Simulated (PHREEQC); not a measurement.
# Nickel, zinc or cadmium bath (model solution)

Make-up at 25 °C: 0.0055 mol/kgw CdSO4, 0.0068 mol/kgw Na2SO4 and 0.0016 mol/kgw HCl. Closed to the air; pH follows from the charge balance.

Equilibrium calculation in PHREEQC: ion-association model, phreeqc.dat.

Each row changes one thing in this solution. Precipitation was switched off in this run.

```
case                                    pH  ionic strength (mol/kgw)  SO4-2 (mol/kgw)  Cd+2 (mol/kgw)  CdSO4 (mol/kgw)  Cl- (mol/kgw)  SI of Halite (NaCl)
------------------------------------  ----  ------------------------  ---------------  --------------  ---------------  -------------  -------------------
as made                               3.02                    0.0329          0.00901         0.00303          0.00206        0.00139                -6.45
diluted 100-fold with water           4.81                  0.000433         0.000121         5.34e-5          1.54e-6        1.59e-5               -10.26
HCl from 0.0016 to 0.00032 mol/kgw    3.73                    0.0322          0.00926         0.00307          0.00216       0.000278                -7.15
temperature from 25 to 75 °C          3.26                    0.0316          0.00848         0.00294          0.00218        0.00138                -6.50
Na2SO4 from 0.0068 to 0.0034 mol/kgw  2.98                    0.0245          0.00629         0.00331          0.00182        0.00136                -6.74
```

Species that the database lacks are ignored. Away from 25 °C the constants follow the database's enthalpies or fits; those with neither stay at their 25 °C values.
